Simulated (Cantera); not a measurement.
A closed system holds: 1 mol FeS2, a varied amount of O2, 0.043 mol H2O, held at 1573 K and 53000 Pa.

These are equilibrium values from Cantera (NASA tables, ideal gas, pure condensed phases), not measurements of a reactor. Candidate condensed phases: Fe, FeO, Fe(OH)2, Fe(OH)3, FeS, FeSO4, FeS2, Fe2O3, Fe2(SO4)3, Fe3O4, H2O, H2SO4, S; 22 gas species. Metal and sulfide melt together well below either melting point, which pure phases cannot show. Mutual solubility and eutectic melting of coexisting phases are not modelled. The tables' stoichiometric FeO is somewhat more stable than real wüstite, so its field is too wide. FeO, FeS: taken at fixed stoichiometry. Rates play no part.

x: gas mole fraction; n: condensed amount in mol.

| n(O2) (mol) | x SO2 | x O2 | x S2 | x H2O | x S2O | x SO | x SO3 | n FeS(l) | n FeO(s) | n Fe3O4(s) | n Fe2O3(s) |
|---|---|---|---|---|---|---|---|---|---|---|---|
| 0.67 | 0.756 | 1.59e-8 | 0.176 | 0.0446 | 0.00993 | 0.00891 | ___ | 1.000 | 0 | 0 | 0 |
| 1.7 | 0.796 | 1.76e-8 | 0.159 | 0.0246 | 0.00942 | 0.00891 | ___ | 0.172 | 0.828 | 0 | 0 |
| 2.7 | 0.962 | 0.0149 | <1e-12 | 0.0207 | 1.76e-11 | 1.17e-5 | ___ | 0 | 0 | 0.333 | 0 |
| 3.7 | 0.663 | 0.315 | <1e-12 | 0.0144 | <1e-12 | 1.75e-6 | 0.00710 | 0 | 0 | 0 | 0.500 |
| 4.7 | 0.496 | 0.487 | <1e-12 | 0.0108 | <1e-12 | 1.05e-6 | 0.00660 | 0 | 0 | 0 | 0.500 |
| 5.7 | 0.396 | 0.590 | <1e-12 | 0.00860 | <1e-12 | 7.65e-7 | ___ | 0 | 0 | 0 | 0.500 |
| 6.6 | 0.335 | 0.652 | <1e-12 | 0.00729 | <1e-12 | 6.15e-7 | ___ | 0 | 0 | 0 | 0.500 |

### Question
What belongs in the gaps?

### Answer

- 0.67, x SO3: 1.82e-6
- 1.7, x SO3: 2.01e-6
- 2.7, x SO3: 0.00224
- 5.7, x SO3: 0.00580
- 6.6, x SO3: 0.00516
